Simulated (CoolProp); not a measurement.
Computed with CoolProp (reference Helmholtz-energy equation of state, Lemmon 2006). It is a short technical equation, of lower accuracy than the large ones.

Task: For C2F6 (R116), give the phase and the cp (kJ/(kg K)), cv (kJ/(kg K)), Joule-Thomson coefficient (K/MPa), viscosity (µPa s) at 37.15 °C and 0.101 MPa.

Result: 
- 37.15 °C and 0.101 MPa: gas; cp 0.794, cv 0.731, Joule-Thomson coefficient 7.39, viscosity 14.7

Viscosity comes from a separate model (Huber 2003), an estimate that may be off by 10 % or more.
